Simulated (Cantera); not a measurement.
What does this Cantera script print?

```python
import numpy as np
import cantera as ct

gas_names = """
    H HNO HNO2 HNO3 HO2 H2 H2O H2O2 N NH NH2 NH3 NH2OH NO NO2 NO3 N2 N2H2 N2H4 N2O O OH O2 O3 Si SiH
    SiH2 SiH3 SiH4 SiN SiO SiO2 Si2 Si2N Si3
""".split()
cond_names = """
    H2O(s) H2O(L) Si(cr) Si(L) SiO2(Lqz) SiO2(hqz) SiO2(L) Si2N2O(s) Si3N4(a)
""".split()


# ... load() reads the species with a 1 bar reference pressure and builds the phases ...
atoms = {
    'Si': {'Si': 1},
    'O2': {'O': 2},
    'H2': {'H': 2},
    'N2O': {'N': 2, 'O': 1},
}
top_T = {'Si2N2O(s)': 2100, 'Si3N4(a)': 2400}  # K; cautious upper limits of use, not melting points


# ... equilibrate(T, P, feed) seeds the gas with the atoms and calls Mixture.equilibrate('TP', solver="vcs", rtol=1e-11, max_steps=5000) ...
results = []
T = 2025  # K
P = 0.94  # Pa
for m in [0.36, 0.67, 0.97, 1.3, 1.6, 1.9, 2.2, 2.5, 2.8, 3.1, 3.4, 3.7, 4.1]:
    feed = {'Si': 1, 'O2': 0.003, 'H2': 80, 'N2O': m}  # mol
    mix = equilibrate(T, P, feed)
    results.append((T, P, feed, dict(zip(mix.species_names, mix.species_moles))))
    x = sorted(zip(gas.X, gas.species_names), reverse=True)
    print(f"T = {T:g} K  P = {P:g} Pa  n(N2O) = {m:g} mol  gas = {mix.phase_moles(0):.4g} mol")
    print("   x: " + "  ".join(f"{s} {v:.3e}" for v, s in x if v > 0.001))
    print("   condensed (mol): " + ("  ".join(f"{mix.phase(i).name} {mix.phase_moles(i):.4g}"
          for i in range(1, mix.n_phases) if mix.phase_moles(i) > 1e-12) or "none"))
```

Output:

```
T = 2025 K  P = 0.94 Pa  n(N2O) = 0.36 mol  gas = 105.5 mol
   x: H2 5.301e-01  H 4.570e-01  Si 6.003e-03  SiO 3.471e-03  N2 3.414e-03
   condensed (mol): none
T = 2025 K  P = 0.94 Pa  n(N2O) = 0.67 mol  gas = 105.8 mol
   x: H2 5.281e-01  H 4.562e-01  SiO 6.389e-03  N2 6.333e-03  Si 3.058e-03
   condensed (mol): none
T = 2025 K  P = 0.94 Pa  n(N2O) = 0.97 mol  gas = 106.1 mol
   x: H2 5.261e-01  H 4.553e-01  SiO 9.195e-03  N2 9.140e-03
   condensed (mol): none
T = 2025 K  P = 0.94 Pa  n(N2O) = 1.3 mol  gas = 106.5 mol
   x: H2 5.220e-01  H 4.535e-01  N2 1.221e-02  SiO 9.392e-03  H2O 2.502e-03
   condensed (mol): none
T = 2025 K  P = 0.94 Pa  n(N2O) = 1.6 mol  gas = 106.8 mol
   x: H2 5.181e-01  H 4.519e-01  N2 1.498e-02  SiO 9.365e-03  H2O 4.935e-03
   condensed (mol): none
T = 2025 K  P = 0.94 Pa  n(N2O) = 1.9 mol  gas = 107.1 mol
   x: H2 5.143e-01  H 4.502e-01  N2 1.774e-02  SiO 9.338e-03  H2O 7.350e-03
   condensed (mol): none
T = 2025 K  P = 0.94 Pa  n(N2O) = 2.2 mol  gas = 107.4 mol
   x: H2 5.105e-01  H 4.485e-01  N2 2.048e-02  H2O 9.747e-03  SiO 9.311e-03
   condensed (mol): none
T = 2025 K  P = 0.94 Pa  n(N2O) = 2.5 mol  gas = 107.7 mol
   x: H2 5.067e-01  H 4.468e-01  N2 2.321e-02  H2O 1.213e-02  SiO 9.284e-03  OH 1.118e-03
   condensed (mol): none
T = 2025 K  P = 0.94 Pa  n(N2O) = 2.8 mol  gas = 108 mol
   x: H2 5.029e-01  H 4.452e-01  N2 2.592e-02  H2O 1.449e-02  SiO 9.258e-03  OH 1.340e-03
   condensed (mol): none
T = 2025 K  P = 0.94 Pa  n(N2O) = 3.1 mol  gas = 108.3 mol
   x: H2 4.992e-01  H 4.435e-01  N2 2.861e-02  H2O 1.683e-02  SiO 9.231e-03  OH 1.563e-03  O 1.008e-03
   condensed (mol): none
T = 2025 K  P = 0.94 Pa  n(N2O) = 3.4 mol  gas = 108.6 mol
   x: H2 4.955e-01  H 4.419e-01  N2 3.129e-02  H2O 1.915e-02  SiO 9.205e-03  OH 1.785e-03  O 1.156e-03
   condensed (mol): none
T = 2025 K  P = 0.94 Pa  n(N2O) = 3.7 mol  gas = 108.9 mol
   x: H2 4.918e-01  H 4.402e-01  N2 3.396e-02  H2O 2.146e-02  SiO 9.178e-03  OH 2.008e-03  O 1.305e-03
   condensed (mol): none
T = 2025 K  P = 0.94 Pa  n(N2O) = 4.1 mol  gas = 109.3 mol
   x: H2 4.869e-01  H 4.380e-01  N2 3.749e-02  H2O 2.451e-02  SiO 9.144e-03  OH 2.304e-03  O 1.506e-03
   condensed (mol): none
```

Method: chemical equilibrium by Gibbs-energy minimisation in Cantera with the NASA 1993 tables (ideal gas, pure condensed phases).
